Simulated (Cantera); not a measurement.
Charge: 1 mol Si3N4, a varied amount of H2, at 3.40 Pa.

These are equilibrium values from Cantera (NASA tables, ideal gas, pure condensed phases), not measurements of a reactor. Candidate condensed phases: Si, Si3N4; 18 gas species. Mutual solubility and eutectic melting of coexisting phases are not modelled. Rates play no part.

Problem. What condenses at these points (T in K, n(H2) in mol): (1450, 4.7); (1450, 3.5); (1150, 8.6); (2050, 2.6); (1950, 3.5); (1650, 3.5); (1050, 1.9)?

Solution. 
| T (K) | n(H2) in mol | condensed phases | Si condensed (%) |
|---|---|---|---|
| 1450 | 4.7 | Si | 100.0 |
| 1450 | 3.5 | Si | 100.0 |
| 1150 | 8.6 | Si + Si3N4 | 100.0 |
| 2050 | 2.6 | gas only | 0.0 |
| 1950 | 3.5 | gas only | 0.0 |
| 1650 | 3.5 | Si | 98.5 |
| 1050 | 1.9 | Si3N4 | 100.0 |
